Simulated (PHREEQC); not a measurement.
Dissolve 0.1 mol/kgw FeSO4, 0.0012 mol/kgw NaHCO3 and 0.00048 mol/kgw Na2SO4 at 25 °C. Closed to the air; pH follows from the charge balance.

Computed with PHREEQC (ion-association model, wateq4f.dat).

Task: The ionic strength comes out as 0.220 mol/kgw. What activity coefficients do NaSO4-, FeOH+, SO4-2, Na+, FeHCO3+ get?

Result: NaSO4- 0.74, FeOH+ 0.73, SO4-2 0.28, Na+ 0.74, FeHCO3+ 0.74.

No solid was allowed to form. Examples of supersaturated solids here: Siderite. Others may be too.
